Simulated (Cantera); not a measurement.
**Premixed flame**

A freely propagating, adiabatic, planar premixed flame of 11.8 % CH4, 19.6 % O2, 68.6 % N2, equivalence ratio 1.2, unburnt at 450 K and 0.520 bar; mixture-averaged transport, grid criteria slope 0.08 and curve 0.16, no radiation.

Model: GRI-Mech 3.0 (53 species, 325 reactions), integrated in Cantera. Burning velocities carry a grid error of a few per cent, more on coarse grids.

```
z (mm)  T (K)  u (m/s)    x CH4     x O2     x H2    x HCN     x NO      x CO
------  -----  -------  -------  -------  -------  -------  -------  --------
-1.83     450    0.934    0.117    0.196  0.00118    <1e-8    <1e-8   1.45e-6
-1.22     451    0.939    0.117    0.196  0.00397    <1e-8    <1e-8   2.32e-5
-0.913    458    0.956    0.116    0.195  0.00785    <1e-8  1.86e-8  0.000146
-0.609    526     1.11    0.111    0.189   0.0167  1.21e-7  2.72e-7   0.00181
-0.304    994     2.14   0.0778    0.151   0.0317  2.08e-6  3.73e-6    0.0191
-0.152   1436     3.14   0.0424    0.105   0.0390  5.53e-6  8.82e-6    0.0420
0        1824     4.03   0.0111   0.0538   0.0412  1.14e-5  1.78e-5    0.0657
0.152    1997     4.42  0.00115   0.0235   0.0364  1.28e-5  3.07e-5    0.0709
0.304    2039     4.51  6.56e-5   0.0121   0.0325  7.60e-6  4.10e-5    0.0648
0.609    2064     4.54  1.79e-7  0.00696   0.0317  1.79e-6  4.98e-5    0.0562
1.22     2093     4.59    <1e-8  0.00555   0.0320  1.36e-7  5.50e-5    0.0524
2.44     2132     4.66    <1e-8  0.00450   0.0314    <1e-8  6.12e-5    0.0516
4.87     2180     4.75    <1e-8  0.00324   0.0303    <1e-8  7.14e-5    0.0510
```
x: mole fraction of selected species; z is measured from the peak of heat release.

| Item | Value |
|---|---|
| laminar burning velocity | 93.2 cm/s |
| thermal thickness | 0.609 mm |
| peak x(H2) | 0.0414 |
| peak x(HCN) | 1.35e-5 |
| peak x(CO) | 0.0714 |
| grid points | 158 |
